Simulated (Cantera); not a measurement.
A perfectly stirred reactor is fed with 3.57 % CH4, 96.4 % N2, at 0.0740 atm; it is held at 1400 K, and followed from long to short residence time.

Computed with Cantera and GRI-Mech 3.0 (53 species, 325 reactions). GRI-Mech 3.0 stops at C3 and has no aromatics, soot or wall deposition, so with more carbon than oxygen in the feed, carbon stays in small species such as C2H2 where larger ones or solid carbon would form.

Problem. Predict: x(CH4) at τ = 12.0 s; x(C2H4) at τ = 12.0 s; x(H2) at τ = 12.0 s; x(CH2) at τ = 12.0 s; x(CH3) at τ = 12.0 s; x(CH4) at τ = 57.0 ms; x(C2H4) at τ = 57.0 ms; x(H2) at τ = 57.0 ms; x(CH3) at τ = 57.0 ms.

Solution. 
```json
{
  "x(CH4) at τ = 12.0 s": "0.0284",
  "x(C2H4) at τ = 12.0 s": "0.000213",
  "x(H2) at τ = 12.0 s": "0.0103",
  "x(CH2) at τ = 12.0 s": "1.38e-9",
  "x(CH3) at τ = 12.0 s": "3.35e-5",
  "x(CH4) at τ = 57.0 ms": "0.0357",
  "x(C2H4) at τ = 57.0 ms": "9.83e-7",
  "x(H2) at τ = 57.0 ms": "7.64e-6",
  "x(CH3) at τ = 57.0 ms": "9.32e-6"
}
```
